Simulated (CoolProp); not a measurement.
Properties of R404A along the isobar 1240 kPa.

Values from CoolProp's reference Helmholtz-energy equation of state, Lemmon 2003. It is a pseudo-pure fit of the blend.

| T (°C) | phase | cp (kJ/(kg K)) | cv (kJ/(kg K)) | speed of sound (m/s) | isothermal compressibility (1/MPa) | expansivity (1/kK) | viscosity (µPa s) |
|---|---|---|---|---|---|---|---|
| -15.75 | liquid | 1.323 | 0.8611 | 581.0 | 0.003757 | 2.857 | 222 |
| 9.25 | liquid | 1.426 | 0.8977 | 458.6 | 0.006761 | 3.758 | 158 |
| 59.25 | gas | 1.074 | 0.8907 | 155.0 | 0.9711 | 5.265 | 14.1 |
| 84.25 | gas | 1.066 | 0.9153 | 166.1 | 0.9184 | 4.224 | 14.9 |
| 109.25 | gas | 1.079 | 0.9456 | 175.5 | 0.8876 | 3.592 | 15.8 |
| 134.25 | gas | 1.100 | 0.9778 | 183.9 | 0.8674 | 3.159 | 16.8 |
| 159.25 | gas | 1.125 | 1.010 | 191.5 | 0.8534 | 2.839 | 17.7 |
| 184.25 | gas | 1.151 | 1.042 | 198.5 | 0.8431 | 2.590 | 18.7 |
| 209.25 | gas | 1.178 | 1.073 | 205.1 | 0.8353 | 2.389 | 19.6 |

Viscosity comes from a separate model (Geller 2000).
